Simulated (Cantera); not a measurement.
Feed: 1 mol Fe, 0.078 mol H2O, 160 mol N2, held at 1575 °C and 5.40 bar.

Equilibrium computed with Cantera from the NASA thermochemical tables; the gas is ideal and each condensed phase is pure. Candidate condensed phases: Fe, FeO, Fe(OH)2, Fe(OH)3, Fe2O3, Fe3O4, H2O; 27 gas species. Each liquid is taken as pure. Mutual solubility and eutectic melting of coexisting phases are not modelled. The tables' stoichiometric FeO is somewhat more stable than real wüstite, so its field is too wide. FeO: taken at fixed stoichiometry. Equilibrium is a limit: real reactors are often held back by kinetics, nucleation or transport.

Base state: N2 1.000, H2 0.000333, H2O 0.000152, Fe 1.06e-5 (mole fractions); condensed: Fe(l) + FeO(l).

Q: What changes in the equilibrium state with this change: pressure from 5.40 bar to 3.40 mbar?

A: 
```csv
species,before,after
N2,1.000,0.993
Fe,1.06e-5,0.00600
H2O,0.000152,0.000234
H2,0.000333,0.000183
FeO,6.49e-8,0.000103
NO,1.96e-7,2.18e-5
OH,1.40e-7,1.16e-5
"Fe(l), mol",0.945,0
"FeO(l), mol",0.0535,0.0163
```
